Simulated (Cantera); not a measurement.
An isothermal, constant-pressure homogeneous reactor starts with N₂O : H₂O = 1 : 0.018 (molar parts), at 1348 K and 66.8 Torr.

Model: GRI-Mech 3.0 (53 species, 325 reactions), integrated in Cantera. GRI-Mech 3.0 was tuned for natural gas; its chemistry of N2O as a main component is partial and can be far from experiment. The mechanism lacks the step 2 NO + O2 → 2 NO2, which can matter for NO2 below about 1400 K. The temperature is held fixed by assumption; the heat of reaction is taken as removed at once.

Task: Predict: x(N₂O) at 10.0 s; x(H₂O) at 10.0 s; x(O) at 10.0 s; x(H₂) at 10.0 s; x(NO₂) at 10.0 s; x(O₂) at 10.0 s.

Result: 
```json
{
  "x(N₂O) at 10.0 s": "0.00247 (gas-phase equilibrium 1.09e-8)",
  "x(H₂O) at 10.0 s": "0.0119 (gas-phase equilibrium 0.0119)",
  "x(O) at 10.0 s": "1.86e-6 (gas-phase equilibrium 7.90e-7)",
  "x(H₂) at 10.0 s": "3.57e-8 (gas-phase equilibrium 1.38e-8)",
  "x(NO₂) at 10.0 s": "0.000172 (gas-phase equilibrium 2.06e-6)",
  "x(O₂) at 10.0 s": "0.281 (gas-phase equilibrium 0.329)"
}
```
